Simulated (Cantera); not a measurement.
A perfectly stirred reactor is fed with CH4 : CO : O2 : N2 : CO2 = 1 : 0.48 : 2.04 : 7.66 : 2.9 (molar parts), at 0.330 bar; it is adiabatic with a 500 K inlet, and is followed from long to short residence time, starting on the burning branch (τ in s: 0.04, 0.021, 0.011, 0.006, 0.0032, 0.0017, 0.00092, 0.00049, 0.00026, 0.00014, 7.4e-05, 3.9e-05, 2.1e-05).

Detailed kinetics in Cantera: GRI-Mech 3.0 (53 species, 325 reactions).

Task: What does this change do: pressure from 0.330 bar to 11.0 bar?

Result: 
| quantity | before | after |
|---|---|---|
| blow-out, bracketed by the residence times tried | burning at 0.920 ms, out at 0.490 ms | burning at 0.920 ms, out at 0.490 ms |
| x(CH4) at τ = 40.0 ms | 2.38e-5 | 1.97e-5 |
| x(CO) at τ = 40.0 ms | 0.0418 | 0.0264 |
| x(O2) at τ = 40.0 ms | 0.00900 | 0.000443 |
| x(NO2) at τ = 40.0 ms | 2.82e-9 | 8.77e-9 |
| x(H) at τ = 40.0 ms | 0.00191 | 7.55e-5 |
| x(CH4) at τ = 0.920 ms | 0.000723 | 0.000218 |
| x(CO) at τ = 0.920 ms | 0.0614 | 0.0336 |
| x(O2) at τ = 0.920 ms | 0.0235 | 0.00494 |
| x(NO2) at τ = 0.920 ms | 5.21e-10 | 3.39e-8 |
| x(H) at τ = 0.920 ms | 0.00680 | 0.000262 |
